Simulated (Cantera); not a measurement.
Cantera run:

```python
import numpy as np
import cantera as ct

gas_names = """
    CL CL2 H HCL H2 N NH NH2 NH3 N2 N2H2 N2H4 Si SiCL SiCL2 SiCL3 SiCL4 SiH SiHCL3 SiH2 SiH2CL2 SiH3
    SiH3CL SiH4 SiN Si2 Si2N Si3
""".split()
cond_names = """
    NH4CL(a) NH4CL(b) Si(cr) Si(L) Si3N4(a)
""".split()


# ... load() reads the species with a 1 bar reference pressure and builds the phases ...
atoms = {
    'SiHCl3': {'Si': 1, 'H': 1, 'CL': 3},
    'NH3': {'N': 1, 'H': 3},
    'N2': {'N': 2},
}
top_T = {'Si3N4(a)': 2400}  # K; cautious upper limits of use, not melting points


# ... equilibrate(T, P, feed) seeds the gas with the atoms and calls Mixture.equilibrate('TP', solver="vcs", rtol=1e-11, max_steps=5000) ...
results = []
feed = {'SiHCl3': 1, 'NH3': 1.1, 'N2': 1.2}  # mol
T = 1398.15  # K
P = 100000  # Pa
mix = equilibrate(T, P, feed)
results.append((T, P, feed, dict(zip(mix.species_names, mix.species_moles))))
print(gas.report(threshold=0.001))
for i in range(1, mix.n_phases):
    print(f"{mix.phase(i).name:16s} {mix.phase_moles(i):12.5e} mol")
```

It prints:

```
       temperature   1398.2 K
          pressure   1e+05 Pa
           density   0.28969 kg/m^3
  mean mol. weight   33.677 kg/kmol
   phase of matter   gas

                          1 kg             1 kmol
                     ---------------   ---------------
          enthalpy       -1.1745e+06       -3.9553e+07  J
   internal energy       -1.5197e+06       -5.1178e+07  J
           entropy            7361.9        2.4792e+05  J/K
    Gibbs function       -1.1468e+07       -3.8619e+08  J
 heat capacity c_p              1139             38356  J/K
 heat capacity c_v            892.07             30042  J/K

                      mass frac. Y      mole frac. X     chem. pot. / RT
                     ---------------   ---------------   ---------------
               HCL           0.40676           0.37573           -34.114
                H2          0.016399           0.27395           -19.695
                N2           0.23311           0.28023           -27.071
             SiCL2         0.0032465         0.0011045           -60.172
             SiCL3           0.01596          0.003998           -84.438
             SiCL4           0.31171          0.061791            -108.7
            SiHCL3          0.012729         0.0031649           -94.286
     [  +21 minor]        7.9507e-05         3.624e-05

Si(cr)            0.00000e+00 mol
Si3N4(a)          2.24954e-01 mol
```

Method: chemical equilibrium by Gibbs-energy minimisation in Cantera with the NASA 1993 tables (ideal gas, pure condensed phases). The tables' values for SiCl3 are old estimates; treat these amounts as uncertain.
